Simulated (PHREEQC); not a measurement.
0.015 g of hydrous ferric oxide (600 m²/g; 0.2 weak and 0.005 strong sites per Fe, Dzombak-Morel constants, diffuse double layer) in 1 kg of water with 0.001 mol/kgw of an inert sodium salt and 4.4e-07 mol PbCl2, at 25 °C; the pH is set by adding NaOH or the inert anion's acid. O2 is buffered at 0.21 atm. No CO2 enters from the air. Precipitation was switched off in this run.

The series has 13 steps of pH, from 3 to 11.

Model: ion-association model, wateq4f.dat, run in PHREEQC.

### Question
Near which pH is half of the Pb sorbed, and on which side is more sorbed?

### Answer
Near pH 4.8, with more sorbed at higher pH.

Complexes and solids missing from the database can't appear. The oxide is taken as insoluble; below pH 4 it would dissolve.
